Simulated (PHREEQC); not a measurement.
NH3 is added in steps, without added water, to 1 kg of water holding 0.64 mol HF and 0.12 mol KF, at 39 °C. O2 is buffered at 0.21 atm. CO2 from the air is kept out. No solid was allowed to form.

Base run: PHREEQC, ion-association model, wateq4f.dat. Each further column changes one thing. The table gives HF (mol/kgw).

```
NH3 added (mol)     base  all activity coefficients set to 1  Debye-Hückel limiting law  metal-ligand complexes left out  database phreeqc.dat
---------------  -------  ----------------------------------  -------------------------  -------------------------------  --------------------
0                  0.293                               0.296                      0.295                            0.293                 0.537
0.1125             0.231                               0.237                      0.235                            0.231                 0.379
0.3375             0.108                               0.114                      0.114                            0.108                 0.138
0.45              0.0569                              0.0615                     0.0614                           0.0569                0.0679
0.675            1.47e-5                             2.95e-5                    1.04e-5                          1.47e-5               8.96e-6
0.7875           3.50e-6                             7.04e-6                    2.46e-6                          3.50e-6               2.13e-6
1.012            1.39e-6                             2.79e-6                    9.75e-7                          1.39e-6               8.43e-7
1.125            1.07e-6                             2.14e-6                    7.49e-7                          1.07e-6               6.47e-7
1.35             7.28e-7                             1.46e-6                    5.12e-7                          7.28e-7               4.42e-7
1.462            6.28e-7                             1.26e-6                    4.42e-7                          6.28e-7               3.82e-7
1.688            4.93e-7                             9.91e-7                    3.47e-7                          4.93e-7               3.00e-7
1.8              4.46e-7                             8.95e-7                    3.13e-7                          4.46e-7               2.71e-7
```

The ionic strength passes 0.7 mol/kgw, the rough limit of the ion-association models, in part of: base; all activity coefficients set to 1; Debye-Hückel limiting law; metal-ligand complexes left out; database phreeqc.dat. wateq4f.dat counts part of the HF as a dimer, H2F2, which phreeqc.dat doesn't know; its constant is uncertain. At this temperature some constants are extrapolated from 25 °C, and those without enthalpy data are left unchanged. phreeqc.dat and wateq4f.dat share most of their constants, so their agreement is no independent check.
